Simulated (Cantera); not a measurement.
A closed system holds: 1 mol Fe, 0.078 mol H2O, 160 mol N2, held at 1575 °C and 5.40 bar.

Cantera equilibrium calculation (NASA polynomials, part measured and part estimated; ideal gas, pure solids and liquids). Candidate condensed phases: Fe, FeO, Fe(OH)2, Fe(OH)3, Fe2O3, Fe3O4, H2O; 27 gas species. Each liquid is taken as pure. Mutual solubility and eutectic melting of coexisting phases are not modelled. The tables' stoichiometric FeO is somewhat more stable than real wüstite, so its field is too wide. FeO: taken at fixed stoichiometry. The numbers say what is thermodynamically allowed, not how fast it happens.

Question: What is the equilibrium state?

Answer: 
- x(N2): 1.000
- x(H2): 0.000333
- x(H2O): 0.000152
- x(Fe): 1.06e-5
- x(H): 4.16e-6
- n(Fe(l)): 0.945 mol
- n(FeO(l)): 0.0535 mol
- gas amount: 160.1 mol
